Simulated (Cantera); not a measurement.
Cantera run:

```python
import numpy as np
import cantera as ct

gas_names = """
    O2 CO
""".split()
cond_names = """
    Ta(cr) TaC(s) Ta2O5(s)
""".split()


# ... load() reads the species with a 1 bar reference pressure and builds the phases ...
species = {s.name: s for s in load("nasa_gas.yaml", gas_names) + load("nasa_condensed.yaml", cond_names)}
T = 1025
g = {n: (s.thermo.h(T) - T * s.thermo.s(T)) / (ct.gas_constant * T * np.log(10)) for n, s in species.items()}
valid = cond_names  # the entries whose range holds T


def stable(la, lb):
    # potentials (over RT ln 10) of the two non-metals from log10 p(O2) and log10 p(CO) in bar
    mu = {}
    mu["O"] = (g["O2"] + la) / 2
    mu["C"] = (g["CO"] + lb - 1 * mu["O"]) / 1
    cost = {}
    for n in valid:
        c = species[n].composition
        cost[n] = (g[n] - sum(c.get(e, 0) * m for e, m in mu.items())) / c["Ta"]
    return min(cost, key=cost.get)


results = []
for lb in [0, -2.1, -4.2, -6.3, -8.4, -10.5, -12.6, -14.7, -16.8, -18.9, -21]:
    row = [stable(la, lb) for la in [-29, -27.2, -25.4, -23.6, -21.8, -19.9, -18.1, -16.3, -14.5, -12.7, -10.9, -9.1, -7.2, -5.4, -3.6, -1.8, 0]]
    results.append(row)
    print(f"{lb:6.1f}  " + " ".join(f"{valid.index(n):x}" for n in row))
print("key: " + ", ".join(f"{i:x} {n}" for i, n in enumerate(valid)))
```

Output:

```
   0.0  1 1 1 2 2 2 2 2 2 2 2 2 2 2 2 2 2
  -2.1  1 1 2 2 2 2 2 2 2 2 2 2 2 2 2 2 2
  -4.2  1 2 2 2 2 2 2 2 2 2 2 2 2 2 2 2 2
  -6.3  1 2 2 2 2 2 2 2 2 2 2 2 2 2 2 2 2
  -8.4  2 2 2 2 2 2 2 2 2 2 2 2 2 2 2 2 2
 -10.5  2 2 2 2 2 2 2 2 2 2 2 2 2 2 2 2 2
 -12.6  2 2 2 2 2 2 2 2 2 2 2 2 2 2 2 2 2
 -14.7  2 2 2 2 2 2 2 2 2 2 2 2 2 2 2 2 2
 -16.8  2 2 2 2 2 2 2 2 2 2 2 2 2 2 2 2 2
 -18.9  2 2 2 2 2 2 2 2 2 2 2 2 2 2 2 2 2
 -21.0  2 2 2 2 2 2 2 2 2 2 2 2 2 2 2 2 2
key: 0 Ta(cr), 1 TaC(s), 2 Ta2O5(s)
```

Cantera with NASA thermochemical tables; ideal gases at 1 bar, condensed phases pure. TaC: taken at fixed stoichiometry. Not in the tables: Ta2C. Part of the grid cannot be reached: there another gas would pass 10 bar, or a non-metal would condense.
